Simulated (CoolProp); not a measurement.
Vapour-liquid equilibrium of ethane (1) + n-pentane (2) at 70.3 kPa; x and y are mole fractions of (1).

Model: multi-fluid Helmholtz-energy mixture model, Bücker 2006 and Thol 2019; pair parameters Kunz 2012, in CoolProp.

**Question.** Give the bubble temperature and the first vapour's composition at x = 0.55, 0.85, 0.95. Is there an azeotrope?

**Answer.** x = 0.55: 187.4 K, y = 1.000; x = 0.85: 180.7 K, y = 1.000; x = 0.95: 178.9 K, y = 1.000. No azeotrope shows between x = 0.05 and 0.95.

Pair parameters are fitted to limited data, so mixtures are less certain than the pure fluids. The gap from Raoult's law changes sign with composition, which may be real or a fault of the pair parameters; it wasn't checked against measurements.
